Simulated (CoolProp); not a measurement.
1,2-dichloroethane along the isobar 3.11 MPa: Z from the reference equation and from simpler models built on Tc = 561.6 K, pc = 5.226 MPa, ω = 0.269; each cubic takes its own stable root.

Values from CoolProp's reference Helmholtz-energy equation of state, Thol 2015.

```tsv
T (K)	phase	reference
359.3	liquid	0.08902
369.7	liquid	0.08777
380.1	liquid	0.08666
390.5	liquid	0.08568
400.8	liquid	0.08484
411.2	liquid	0.08413
421.6	liquid	0.08354
432	liquid	0.08309
442.4	liquid	0.08279
452.8	liquid	0.08263
463.2	liquid	0.08265
```

How far does each simpler model (van der Waals, Redlich-Kwong, Soave-Redlich-Kwong, Peng-Robinson) lie from the reference over these 11 states: mean and median of the absolute difference, and the worst?


- van der Waals: mean 71.4 %, median 71.4 %, worst +72.0 % at 359.3 K and 3.11 MPa
- Redlich-Kwong: mean 19.7 %, median 19.3 %, worst +22.4 % at 463.2 K and 3.11 MPa
- Soave-Redlich-Kwong: mean 14.8 %, median 14.5 %, worst +16.5 % at 463.2 K and 3.11 MPa
- Peng-Robinson: mean 1.5 %, median 1.2 %, worst +2.8 % at 463.2 K and 3.11 MPa
